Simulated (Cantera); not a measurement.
An adiabatic, constant-pressure homogeneous reactor starts with 4.59 % CH4, 2.02 % CO, 19.6 % O2, 73.8 % N2, equivalence ratio 0.52, at 1325 K and 3750 Torr.

Detailed kinetics in Cantera: GRI-Mech 3.0 (53 species, 325 reactions).

Predict: time of steepest temperature rise; temperature at 4.00 s; equilibrium temperature; x(CO) at 4.00 s; x(O2) at 4.00 s; x(H2O2) at 4.00 s; x(N2O) at 4.00 s.


| Item | Result |
|---|---|
| time of steepest temperature rise | 1.69 ms |
| temperature at 4.00 s | 2366 K |
| equilibrium temperature | 2366 K |
| x(CO) at 4.00 s | 0.00170 (gas-phase equilibrium 0.00170) |
| x(O2) at 4.00 s | 0.0884 (gas-phase equilibrium 0.0884) |
| x(H2O2) at 4.00 s | 3.09e-7 (gas-phase equilibrium 3.09e-7) |
| x(N2O) at 4.00 s | 1.36e-6 (gas-phase equilibrium 1.36e-6) |
